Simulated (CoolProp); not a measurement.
Carbon monoxide at 298.15 K and 2.93 MPa is throttled through a valve to 0.101 MPa with no heat exchange. Each further row changes one setting.

Model: reference Helmholtz-energy equation of state, Lemmon 2006, in CoolProp. It is a short technical equation, of lower accuracy than the large ones.

```csv
case,temperature change (K),final density (kg/m³)
as stated,___,___
outlet pressure 0.0303 MPa,___,___
outlet pressure 0.131 MPa,___,___
```

### Question
What belongs in the gaps?

### Answer

- as stated, temperature change (K): -7.0
- as stated, final density (kg/m³): 1.17
- outlet pressure 0.0303 MPa, temperature change (K): -7.2
- outlet pressure 0.0303 MPa, final density (kg/m³): 0.351
- outlet pressure 0.131 MPa, temperature change (K): -6.9
- outlet pressure 0.131 MPa, final density (kg/m³): 1.52
